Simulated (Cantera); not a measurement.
## MgCO3 + O2 (calcination and drying)

A closed system holds: 1 mol MgCO3, 1.2 mol O2, equilibrated at 165 Torr.

Method: chemical equilibrium by Gibbs-energy minimisation in Cantera with the NASA 1993 tables (ideal gas, pure condensed phases). Candidate condensed phases: C, Mg, MgCO3, MgO; 15 gas species. Kinetics and transport are ignored.

```csv
T (K),log p O2,log p CO2,log p CO,log p O,log p MgO,n MgO(s)
1123,-0.92,-1.00,-9.14,-8.82,<-12,1.00
1223,-0.92,-1.00,-8.07,-7.85,<-12,1.00
1323,-0.92,-1.00,-7.16,-7.04,<-12,1.00
1423,-0.92,-1.00,-6.38,-6.33,<-12,1.00
1523,-0.92,-1.00,-5.70,-5.72,<-12,1.00
1623,-0.92,-1.00,-5.11,-5.18,-11.66,1.00
1723,-0.92,-1.00,-4.59,-4.71,-10.44,1.00
1823,-0.92,-1.00,-4.12,-4.28,-9.35,1.00
1923,-0.92,-1.00,-3.71,-3.90,-8.37,1.00
2023,-0.92,-1.00,-3.34,-3.56,-7.49,1.000
```
log p: log10 of the partial pressure in bar; n: condensed amount in mol.

From 1123 K to 2023 K the condensed part is MgO(s).
